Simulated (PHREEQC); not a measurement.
1 kg of water holding 0.0062 mol/kgw NaCl and 0.14 mol/kgw MgCl2 is evaporated at 25 °C; the solids stay in contact with the brine. The system is closed to CO2. The run lets Bischofite, Brucite, Halite, MgCl2_4H2O precipitate or redissolve, and no other solid.

The numbers come from PHREEQC with the Pitzer model, pitzer.dat.

```
water left (kg)  ionic strength  water activity  Bischofite (mol)  Halite (mol)  Mg in solution (mol/kgw)  Cl in solution (mol/kgw)  Na in solution (mol/kgw)
---------------  --------------  --------------  ----------------  ------------  ------------------------  ------------------------  ------------------------
1                         0.426           0.993                 0             0                     0.140                     0.286                   0.00620
0.8219                    0.519           0.992                 0             0                     0.170                     0.348                         ?
0.5552                    0.768           0.988                 0             0                     0.252                     0.515                         ?
0.4563                    0.934           0.985                 0             0                     0.307                     0.627                    0.0136
0.375                      1.14           0.981                 0             0                     0.373                     0.763                    0.0165
0.2533                     1.68           0.971                 0             0                     0.553                      1.13                    0.0245
0.2082                     2.05           0.963                 0             0                     0.672                      1.37                    0.0298
0.1711                     2.49               ?                 0             0                     0.818                      1.67                    0.0362
0.1407                     3.03               ?                 0             0                     0.995                      2.03                    0.0441
0.09502                    4.49           0.899                 0             0                      1.47                      3.01                         ?
0.07809                    5.46           0.866                 0             0                      1.79                      3.67                         ?
0.06418                    6.64           0.821                 0             0                      2.18                      4.46                         ?
0.04335                    9.83           0.680                 0             0                      3.23                      6.60                     0.143
0.03564                    12.0           0.576                 0             0                      3.93                      8.03                     0.174
0.0293                     14.5           0.451                 0             0                      4.78                      9.77                     0.212
0.01256                    17.5           0.318            0.0668       0.00525                      5.82                      11.7                    0.0754
0.003075                   17.5           0.318             0.122       0.00597                      5.82                      11.7                    0.0754
```

Some entries are withheld; supply them.


- 0.8219, Na in solution (mol/kgw): 0.00754
- 0.5552, Na in solution (mol/kgw): 0.0112
- 0.1711, water activity: 0.953
- 0.1407, water activity: 0.940
- 0.09502, Na in solution (mol/kgw): 0.0652
- 0.07809, Na in solution (mol/kgw): 0.0794
- 0.06418, Na in solution (mol/kgw): 0.0966

Species that the database lacks are ignored.
